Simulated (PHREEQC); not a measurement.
Consider water at 25 °C with 0.26 mol/kgw ZnSO4, 0.0015 mol/kgw NaCl and 5.3e-05 mol/kgw FeSO4. Closed to the air; pH follows from the charge balance.

Model: ion-association model, phreeqc.dat, run in PHREEQC.

```tsv
quantity	before	after
pH	5.46	5.66
ionic strength (mol/kgw)	0.498	0.0631
Zn+2 (mol/kgw)	0.124	0.0154
ZnSO4 (mol/kgw)	0.0900	0.00947
Zn(SO4)2-2 (mol/kgw)	0.0458	0.00113
SI of Zn(OH)2(e) (Zn(OH)2)	-2.15	-2.37
SI of Melanterite (FeSO4:7H2O)	-4.69	-4.80
```

Task: Which change was made?
A. ZnSO4 from 0.26 to 0.026 mol/kgw
B. diluted 5-fold with water
C. ZnSO4 from 0.26 to 0.234 mol/kgw

Result: A, ZnSO4 from 0.26 to 0.026 mol/kgw

No solid was allowed to form.
